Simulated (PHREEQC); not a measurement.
H2SO4 is added in steps, without added water, to 1 kg of water holding 0.021 mol/kgw HF, 0.015 mol/kgw NaCl and 0.017 mol/kgw MnSO4, at 25 °C. No oxygen is let in. No CO2 enters from the air. The run lets Pyrochroite, Halite precipitate or redissolve, and no other solid.

Base run: PHREEQC, ion-association model, phreeqc.dat. Each further column changes one thing. The table gives HSO4- (mol/kgw).

```
H2SO4 added (mol)     base  Davies equation for every ion  all activity coefficients set to 1  metal-ligand complexes left out  Debye-Hückel limiting law
-----------------  -------  -----------------------------  ----------------------------------  -------------------------------  -------------------------
0                  0.00160                        0.00157                             0.00168                          0.00198                    0.00138
0.004125           0.00379                        0.00371                             0.00430                          0.00447                    0.00316
0.01031            0.00809                        0.00791                             0.00939                          0.00919                    0.00662
0.01444             0.0112                         0.0110                              0.0131                           0.0126                    0.00915
0.01856             0.0145                         0.0143                              0.0169                           0.0161                     0.0118
0.02269             0.0179                         0.0176                              0.0207                           0.0197                     0.0144
0.02888             0.0231                         0.0227                              0.0266                           0.0251                     0.0185
0.033               0.0266                         0.0262                              0.0305                           0.0287                     0.0212
```
